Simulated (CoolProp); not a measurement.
Saturated liquid density (kg/m³) of n-heptane: the reference equation beside estimates from Tc = 541.2 K, pc = 2.774 MPa, ω = 0.349. Rackett uses Z = 0.29056 − 0.08775 ω.

The numbers come from the reference Helmholtz-energy equation of state, Span 2003 in CoolProp. It is a short technical equation, of lower accuracy than the large ones.

```json
[
 {"T (K)": "258.9", "reference": "712.3", "Rackett": "727.3", "van der Waals": "409.8", "Redlich-Kwong": "609.1", "Peng-Robinson": "704.3"},
 {"T (K)": "262.3", "reference": "709.4", "Rackett": "724.5", "van der Waals": "408.4", "Redlich-Kwong": "606.9", "Peng-Robinson": "702.4"},
 {"T (K)": "265.6", "reference": "706.7", "Rackett": "721.8", "van der Waals": "407.0", "Redlich-Kwong": "604.7", "Peng-Robinson": "700.4"},
 {"T (K)": "269", "reference": "703.9", "Rackett": "719.0", "van der Waals": "405.6", "Redlich-Kwong": "602.4", "Peng-Robinson": "698.4"},
 {"T (K)": "272.4", "reference": "701.1", "Rackett": "716.1", "van der Waals": "404.2", "Redlich-Kwong": "600.0", "Peng-Robinson": "696.3"},
 {"T (K)": "275.8", "reference": "698.2", "Rackett": "713.2", "van der Waals": "402.7", "Redlich-Kwong": "597.7", "Peng-Robinson": "694.2"},
 {"T (K)": "279.2", "reference": "695.4", "Rackett": "710.4", "van der Waals": "401.3", "Redlich-Kwong": "595.3", "Peng-Robinson": "692.1"},
 {"T (K)": "282.6", "reference": "692.6", "Rackett": "707.5", "van der Waals": "399.8", "Redlich-Kwong": "592.8", "Peng-Robinson": "689.9"},
 {"T (K)": "286", "reference": "689.7", "Rackett": "704.6", "van der Waals": "398.4", "Redlich-Kwong": "590.4", "Peng-Robinson": "687.7"},
 {"T (K)": "289.4", "reference": "686.9", "Rackett": "701.6", "van der Waals": "396.9", "Redlich-Kwong": "587.9", "Peng-Robinson": "685.5"},
 {"T (K)": "292.7", "reference": "684.1", "Rackett": "698.8", "van der Waals": "395.5", "Redlich-Kwong": "585.5", "Peng-Robinson": "683.3"},
 {"T (K)": "296.1", "reference": "681.2", "Rackett": "695.8", "van der Waals": "393.9", "Redlich-Kwong": "583.0", "Peng-Robinson": "681.0"},
 {"T (K)": "299.5", "reference": "678.4", "Rackett": "692.9", "van der Waals": "392.4", "Redlich-Kwong": "580.4", "Peng-Robinson": "678.7"},
 {"T (K)": "302.9", "reference": "675.5", "Rackett": "689.9", "van der Waals": "390.9", "Redlich-Kwong": "577.8", "Peng-Robinson": "676.3"}
]
```

Absolute difference from the reference over all 14 rows, mean and median: Rackett 2.1 and 2.1 %, van der Waals 42.3 and 42.3 %, Redlich-Kwong 14.4 and 14.4 %, Peng-Robinson 0.5 and 0.4 %.
